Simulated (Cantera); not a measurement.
Input: 1 mol SiO2, 0.0037 mol Si, 7.5 mol N2, equilibrated at 2048 K and 100 Torr.

These are equilibrium values from Cantera (NASA tables, ideal gas, pure condensed phases), not measurements of a reactor. Candidate condensed phases: Si, SiO2, Si2N2O, Si3N4; 16 gas species. The tables hold silica as quartz up to 1696 K and as liquid above; real silica turns to tridymite and cristobalite and melts near 1996 K. Equilibrium is a limit: real reactors are often held back by kinetics, nucleation or transport.

What is the equilibrium state?


| Quantity | Result |
|---|---|
| x(N2) | 0.999 |
| x(SiO) | 0.00102 |
| x(NO) | 2.66e-5 |
| x(SiO2) | 4.30e-6 |
| x(O) | 3.26e-6 |
| x(O2) | 1.54e-6 |
| n(SiO2(l)) | 0.996 mol |
| gas amount | 7.508 mol |
| log10 activity of Si(l) (absent) | -7.12 |
